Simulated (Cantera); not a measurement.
What does this Cantera script print?

```python
import numpy as np
import cantera as ct

gas_names = """
    CL CL2 H HCL H2 N NH NH2 NH3 N2 N2H2 N2H4 Si SiCL SiCL2 SiCL3 SiCL4 SiH SiHCL3 SiH2 SiH2CL2 SiH3
    SiH3CL SiH4 SiN Si2 Si2N Si3
""".split()
cond_names = """
    NH4CL(a) NH4CL(b) Si(cr) Si(L) Si3N4(a)
""".split()


def load(file, names, dense=False):
    # The tables refer to 1 bar. Condensed volumes are neglected.
    table = {s.name: s for s in ct.Species.list_from_file(file)}
    out = []
    for n in names:
        d = dict(table[n].input_data)
        d["thermo"] = dict(d["thermo"], **{"reference-pressure": 1e5})
        if dense:
            d["equation-of-state"] = {"model": "constant-volume", "density": "1e6 g/cm^3"}
        out.append(ct.Species.from_dict(d))
    return out


gas = ct.Solution(thermo="ideal-gas", species=load("nasa_gas.yaml", gas_names))
cond = {s.name: ct.Solution(thermo="fixed-stoichiometry", species=[s], name=s.name)
        for s in load("nasa_condensed.yaml", cond_names, dense=True)}
atoms = {
    'SiHCl3': {'Si': 1, 'H': 1, 'CL': 3},
    'NH3': {'N': 1, 'H': 3},
    'N2': {'N': 2},
}
top_T = {'Si3N4(a)': 2400}  # K; cautious upper limits of use, not melting points


def equilibrate(T, P, feed):
    n = {}
    for name, mol in feed.items():
        for a, k in atoms[name].items():
            n[a] = n.get(a, 0.0) + k * mol
    gas.TPX = T, P, n
    mass = sum(n.values()) * gas.mean_molecular_weight
    gas.equilibrate("TP")
    valid = [c for c in cond.values() if c.min_temp <= T <= top_T.get(c.name, c.max_temp)]
    mix = ct.Mixture([(gas, mass / gas.mean_molecular_weight)] + [(c, 0.0) for c in valid])
    mix.T, mix.P = T, P
    mix.equilibrate("TP", solver="vcs", rtol=1e-11, max_steps=5000)
    return mix


results = []
feed = {'SiHCl3': 1, 'NH3': 0.55, 'N2': 14}  # mol
P = 670  # Pa
for T in [1325, 1350, 1375, 1400, 1425, 1450, 1475, 1500, 1525, 1550]:
    mix = equilibrate(T, P, feed)
    results.append((T, P, feed, dict(zip(mix.species_names, mix.species_moles))))

top = {s: max(r[3][s] / sum(r[3][g] for g in gas_names) for r in results) for s in gas_names}
cols = sorted((s for s in top if top[s] > 1e-05), key=lambda s: -top[s])[:7]
seen = [c for c in cond_names if any(r[3].get(c, 0) > 1e-12 for r in results)]
print("log10 of partial pressures in bar; condensed amounts in mol")
print(f"{'T/K':>10s}" + "".join(f"{s[:9]:>10s}" for s in cols + seen))
for T, P, feed, n in results:
    ng = sum(n[g] for g in gas_names)
    print(f"{T:10.4g}" + "".join(f"{np.log10(max(n[s] / ng * P / 1e5, 1e-99)):10.3f}" for s in cols)
          + "".join(f"{n.get(c, 0):10.4g}" for c in seen))
```

Output:

```
log10 of partial pressures in bar; condensed amounts in mol
       T/K        N2       HCL     SiCL2        H2     SiCL4     SiCL3        CL  Si3N4(a)
      1325    -2.249    -3.100    -4.432    -3.846    -4.146    -4.656    -7.040     0.226
      1350    -2.250    -3.106    -4.262    -3.835    -4.211    -4.586    -6.890    0.2162
      1375    -2.250    -3.114    -4.110    -3.819    -4.298    -4.535    -6.751    0.2036
      1400    -2.251    -3.125    -3.977    -3.796    -4.410    -4.507    -6.624    0.1881
      1425    -2.251    -3.140    -3.865    -3.768    -4.547    -4.503    -6.509    0.1703
      1450    -2.252    -3.159    -3.771    -3.735    -4.709    -4.521    -6.405    0.1507
      1475    -2.252    -3.182    -3.694    -3.699    -4.892    -4.559    -6.311    0.1303
      1500    -2.252    -3.209    -3.630    -3.662    -5.091    -4.612    -6.226    0.1097
      1525    -2.252    -3.239    -3.578    -3.626    -5.301    -4.676    -6.148   0.08924
      1550    -2.252    -3.271    -3.534    -3.591    -5.518    -4.749    -6.075   0.06935
```

Method: chemical equilibrium by Gibbs-energy minimisation in Cantera with the NASA 1993 tables (ideal gas, pure condensed phases). The tables' values for SiCl3 are old estimates; treat these amounts as uncertain.
